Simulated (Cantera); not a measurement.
An isothermal, constant-pressure homogeneous reactor starts with 11.8 % C2H6, 88.2 % H2, at 1975 K and 0.150 Torr.

Cantera simulation using GRI-Mech 3.0 (53 species, 325 reactions); the numbers are that mechanism's predictions, not measurements. GRI-Mech 3.0 stops at C3 and has no aromatics, soot or wall deposition, so with more carbon than oxygen in the feed, carbon stays in small species such as C2H2 where larger ones or solid carbon would form. Radical loss at walls, strong at low pressure, is not modelled.

One state of this run: x C2H6 = 0.0242; x H2 = 0.805; x CH2 = 0.000253; x C2H = 2.17e-7; x C2H4 = 0.0105. x: mole fraction; the columns are a selection and need not sum to one.

Problem. Which value of t (s) does it belong to?
A) 0.0693
B) 0.00660
C) 0.00204
D) 0.224

Solution. C, 0.00204
